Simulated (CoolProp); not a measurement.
Chlorine at 250.41 K and 0.098 MPa is compressed adiabatically to 0.252 MPa with isentropic efficiency 0.8. Each further row changes one setting.

Model: reference Helmholtz-energy equation of state, Thol 2021, in CoolProp.

```csv
case,work (kJ/kg),final temperature (K),final density (kg/m³)
as stated,38.2,332.1,6.62
efficiency 1,30.5,317.0,6.96
efficiency 0.65,47.0,349.5,6.27
```
